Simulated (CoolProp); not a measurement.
Saturated liquid density (kg/m³) of tetrahydrofuran: the reference equation beside estimates from Tc = 540.2 K, pc = 53.04 bar, ω = 0.234.

Computed with CoolProp (reference Helmholtz-energy equation of state, Fiedler 2023).

```json
[
 {"T (K)": "280.8", "reference": "900.9", "van der Waals": "552.0", "Soave-Redlich-Kwong": "834.8", "Peng-Robinson": "939.8"},
 {"T (K)": "295.8", "reference": "884.5", "van der Waals": "543.0", "Soave-Redlich-Kwong": "821.4", "Peng-Robinson": "925.5"},
 {"T (K)": "310.8", "reference": "867.9", "van der Waals": "533.6", "Soave-Redlich-Kwong": "807.2", "Peng-Robinson": "910.3"},
 {"T (K)": "325.8", "reference": "851.0", "van der Waals": "523.8", "Soave-Redlich-Kwong": "792.0", "Peng-Robinson": "894.0"},
 {"T (K)": "340.8", "reference": "833.7", "van der Waals": "513.6", "Soave-Redlich-Kwong": "775.8", "Peng-Robinson": "876.6"},
 {"T (K)": "355.8", "reference": "816.0", "van der Waals": "502.9", "Soave-Redlich-Kwong": "758.5", "Peng-Robinson": "857.8"},
 {"T (K)": "370.8", "reference": "797.8", "van der Waals": "491.7", "Soave-Redlich-Kwong": "740.1", "Peng-Robinson": "837.7"},
 {"T (K)": "385.7", "reference": "779.1", "van der Waals": "480.1", "Soave-Redlich-Kwong": "720.3", "Peng-Robinson": "816.0"},
 {"T (K)": "400.7", "reference": "759.6", "van der Waals": "467.6", "Soave-Redlich-Kwong": "698.9", "Peng-Robinson": "792.4"},
 {"T (K)": "415.7", "reference": "739.1", "van der Waals": "454.4", "Soave-Redlich-Kwong": "675.8", "Peng-Robinson": "766.6"},
 {"T (K)": "430.7", "reference": "717.5", "van der Waals": "440.3", "Soave-Redlich-Kwong": "650.6", "Peng-Robinson": "738.4"},
 {"T (K)": "445.7", "reference": "694.6", "van der Waals": "425.1", "Soave-Redlich-Kwong": "623.1", "Peng-Robinson": "707.2"}
]
```

Absolute difference from the reference over all 12 rows, mean and median: van der Waals 38.5 and 38.5 %, Soave-Redlich-Kwong 7.8 and 7.3 %, Peng-Robinson 4.3 and 4.7 %.
